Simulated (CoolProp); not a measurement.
trans-2-butene at several states: fugacity coefficient from the reference equation and from simpler models built on Tc = 155.5 °C, pc = 40.19 bar, ω = 0.210; each cubic takes its own stable root.

Values from CoolProp's reference Helmholtz-energy equation of state, Lemmon 2005. It is a short technical equation, of lower accuracy than the large ones.

| T (°C) | p (bar) | phase | reference |
|---|---|---|---|
| 166.35 | 10.4 | gas | 0.9184 |
| 36.05 | 0.307 | gas | 0.9921 |
| 201.25 | 0.563 | gas | 0.9965 |
| -49.05 | 0.562 | liquid | 0.1618 |
| 20.65 | 0.213 | gas | 0.9934 |
| -87.95 | 142 | liquid | 6.909e-5 |

**Question.** How far does each simpler model (van der Waals, Redlich-Kwong, Soave-Redlich-Kwong, Peng-Robinson) lie from the reference over these 6 states: mean and median of the absolute difference, and the worst?

**Answer.** 
- van der Waals: mean 2171.4 %, median 0.7 %, worst +12519.8 % at -87.95 °C and 142 bar
- Redlich-Kwong: mean 32.2 %, median 0.1 %, worst +112.5 % at -87.95 °C and 142 bar
- Soave-Redlich-Kwong: mean 1.0 %, median 0.1 %, worst -4.7 % at -49.05 °C and 0.562 bar
- Peng-Robinson: mean 1.0 %, median 0.4 %, worst +4.1 % at -87.95 °C and 142 bar

At some of these states van der Waals gives the other phase, because its saturation line lies elsewhere.
